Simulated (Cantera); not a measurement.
**Adiabatic ignition**

An adiabatic, constant-pressure homogeneous reactor starts with 3.60 % CH3OH, 11.7 % O2, 84.7 % N2, at 1273 K and 7500 Torr.

Cantera simulation using GRI-Mech 3.0 (53 species, 325 reactions); the numbers are that mechanism's predictions, not measurements. GRI-Mech 3.0 was tuned for natural gas; its chemistry of methanol as a main component is partial and can be far from experiment.

```csv
t (s),T (K),x CH3OH,x O2,x CH3,x C2H6,x O
3.00e-6,1273,0.0360,0.117,5.11e-8,2.06e-12,2.38e-10
7.54e-6,1273,0.0360,0.117,9.81e-8,2.18e-11,2.50e-10
1.89e-5,1273,0.0360,0.117,1.40e-7,1.49e-10,2.68e-10
4.75e-5,1273,0.0360,0.117,1.42e-7,5.74e-10,3.01e-10
0.000119,1273,0.0360,0.117,1.23e-7,1.47e-9,4.47e-10
0.000300,1273,0.0359,0.117,8.38e-8,2.83e-9,1.66e-9
0.000754,1898,<1e-12,0.0627,<1e-12,<1e-12,0.000242
0.00189,1918,<1e-12,0.0622,<1e-12,<1e-12,2.74e-5
0.00475,1918,<1e-12,0.0622,<1e-12,<1e-12,2.74e-5
0.0119,1918,<1e-12,0.0622,<1e-12,<1e-12,2.74e-5
0.0300,1917,<1e-12,0.0621,<1e-12,<1e-12,2.74e-5
0.0754,1917,<1e-12,0.0621,<1e-12,<1e-12,2.74e-5
0.189,1917,<1e-12,0.0621,<1e-12,<1e-12,2.73e-5
0.475,1916,<1e-12,0.0619,<1e-12,<1e-12,2.71e-5
1.19,1915,<1e-12,0.0616,<1e-12,<1e-12,2.67e-5
3.00,1912,<1e-12,0.0611,<1e-12,<1e-12,2.61e-5
```
x: mole fraction; the columns are a selection and need not sum to one.

- time of steepest temperature rise: 0.701 ms
- temperature at 3.00 s: 1912 K
- equilibrium temperature: 1910 K
- x(CH3OH) at 3.00 s: <1e-12 (gas-phase equilibrium <1e-12)
- x(O2) at 3.00 s: 0.0611 (gas-phase equilibrium 0.0605)
- x(CH3) at 3.00 s: <1e-12 (gas-phase equilibrium <1e-12)
